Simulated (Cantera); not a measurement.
A Cantera script and what it prints.

```python
import numpy as np
import cantera as ct

gas_names = [...]  # 114 gases of nasa_gas.yaml made of C, Fe, H, O
cond_names = """
    C(gr) C6H6(L) C7H8(L) C8H18(L),n-octa Fe(a) Fe(c) Fe(d) Fe(L) FeC5O5(L) FeO(s) FeO(L) Fe(OH)2(s)
    Fe(OH)3(s) Fe2O3(s) Fe3O4(s) H2O(s) H2O(L)
""".split()


# ... load() reads the species with a 1 bar reference pressure and builds the phases ...
atoms = {
    'Fe(CO)5': {'Fe': 1, 'C': 5, 'O': 5},
    'O2': {'O': 2},
    'H2': {'H': 2},
}
top_T = {'C(gr)': 4500, 'Fe2O3(s)': 1830, 'Fe3O4(s)': 1870}  # K; cautious upper limits of use, not melting points


# ... equilibrate(T, P, feed) seeds the gas with the atoms and calls Mixture.equilibrate('TP', solver="vcs", rtol=1e-11, max_steps=5000) ...
results = []
feed = {'Fe(CO)5': 1, 'O2': 2.9, 'H2': 0.15}  # mol
T = 1298  # K
P = 101325  # Pa
mix = equilibrate(T, P, feed)
results.append((T, P, feed, dict(zip(mix.species_names, mix.species_moles))))
print(gas.report(threshold=1e-05))
for i in range(1, mix.n_phases):
    print(f"{mix.phase(i).name:16s} {mix.phase_moles(i):12.5e} mol")
```

It prints:

```
       temperature   1298 K
          pressure   1.0133e+05 Pa
           density   0.39587 kg/m^3
  mean mol. weight   42.165 kg/kmol
   phase of matter   gas

                          1 kg             1 kmol
                     ---------------   ---------------
          enthalpy       -7.6242e+06       -3.2147e+08  J
   internal energy       -7.8801e+06       -3.3226e+08  J
           entropy            6709.4         2.829e+05  J/K
    Gibbs function       -1.6333e+07       -6.8867e+08  J
 heat capacity c_p            1305.1             55029  J/K
 heat capacity c_v            1107.9             46714  J/K

                      mass frac. Y      mole frac. X     chem. pot. / RT
                     ---------------   ---------------   ---------------
                CO          0.044365          0.066785            -39.26
               CO2           0.94364           0.90409           -66.051
                H2        5.6258e-05         0.0011766           -24.924
               H2O          0.011942           0.02795           -51.714
     [ +110 minor]        1.0531e-07        9.5258e-08

C(gr)             0.00000e+00 mol
Fe(c)             0.00000e+00 mol
FeC5O5(L)         0.00000e+00 mol
FeO(s)            1.00000e+00 mol
Fe(OH)2(s)        0.00000e+00 mol
Fe(OH)3(s)        0.00000e+00 mol
Fe2O3(s)          0.00000e+00 mol
Fe3O4(s)          0.00000e+00 mol
```

Method: chemical equilibrium by Gibbs-energy minimisation in Cantera with the NASA 1993 tables (ideal gas, pure condensed phases). The tables' stoichiometric FeO is somewhat more stable than real wüstite, so its field is too wide. FeO: taken at fixed stoichiometry.
